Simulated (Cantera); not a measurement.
Mixture: CH₄ : C₂H₆ : C₃H₈ : O₂ : N₂ = 1 : 0.22 : 0.056 : 1.69 : 6.1 (molar parts), at 2780 Torr, adiabatic and at constant volume. Ignition delay is the time to a rise of 400 K.

Cantera simulation using GRI-Mech 3.0 (53 species, 325 reactions); the numbers are that mechanism's predictions, not measurements.

**Question.** Predict: delay at 1223 K; delay at 1373 K; delay at 1523 K; delay at 1673 K; delay at 1823 K; apparent activation energy between 1748 and 1898 K.

**Answer.** 
```
Item                                                     Value
--------------------------------------------------  ----------
delay at 1223 K                                       0.808 ms
delay at 1373 K                                       0.159 ms
delay at 1523 K                                        43.0 µs
delay at 1673 K                                        15.0 µs
delay at 1823 K                                        6.61 µs
apparent activation energy between 1748 and 1898 K  130 kJ/mol
```
